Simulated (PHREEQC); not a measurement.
Consider water at 60 °C with 0.12 mol/kgw CuCl2, 0.00037 mol/kgw HCl and 0.00029 mol/kgw KCl. Closed to the air; pH follows from the charge balance.

Computed with PHREEQC (ion-association model, phreeqc.dat).

No solid was allowed to form.

Question: Order these Cl species by the share of Cl that they hold, largest first: Cl-, CuCl2, CuCl+.

Answer: Cl- (78 %), CuCl+ (19 %), CuCl2 (2.4 %)

Question: Order these Cu species by the share of Cu that they hold, largest first: CuCl2, Cu+2, CuCl+.

Answer: Cu+2 (59 %), CuCl+ (39 %), CuCl2 (2.4 %)

The pH is 3.51 and the ionic strength 0.259 mol/kgw. Away from 25 °C the constants follow the database's enthalpies or fits; those with neither stay at their 25 °C values.
